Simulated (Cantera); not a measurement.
An isothermal plug-flow reactor at 975 K and 3750 Torr (inlet), inlet velocity 1.6 m/s, active area per volume 1000 1/m; feed CH₄ : O₂ : N₂ : H₂O = 0.0028 : 0.019 : 0.79 : 0.089 (molar parts), equivalence ratio 0.29.

Model: Deutschmann's 1995 Pt surface mechanism with GRI-Mech 3.0 gas chemistry, integrated in Cantera. Catalytic surfaces can have several steady states; this one follows from the mechanism file's or the stated starting coverage. Mass transfer to the wall is taken as infinitely fast.

Question: What does this change do: O2 0.019 to 0.0062 parts?

Answer: 
```tsv
quantity	before	after
x(CH₄) at z = 0.054 m	0.000543	5.00e-6
x(O₂) at z = 0.054 m	0.0160	0.000722
x(H₂O) at z = 0.054 m	0.104	0.106
x(CO₂) at z = 0.054 m	0.00251	0.00313
x(CO) at z = 0.054 m	3.17e-7	4.47e-9
θ(free Pt) at the exit	0.177	0.345
θ(O*) at the exit	0.810	0.638
θ(OH*) at the exit	0.0134	0.0169
```

Question: What does this change do: temperature 975 to 873 K?

Answer: 
```csv
quantity,before,after
x(CH₄) at z = 0.054 m,0.000543,0.00241
x(O₂) at z = 0.054 m,0.0160,0.0197
x(H₂O) at z = 0.054 m,0.104,0.100
x(CO₂) at z = 0.054 m,0.00251,0.000695
x(CO) at z = 0.054 m,3.17e-7,5.67e-7
θ(free Pt) at the exit,0.177,0.0783
θ(O*) at the exit,0.810,0.908
θ(OH*) at the exit,0.0134,0.0141
```
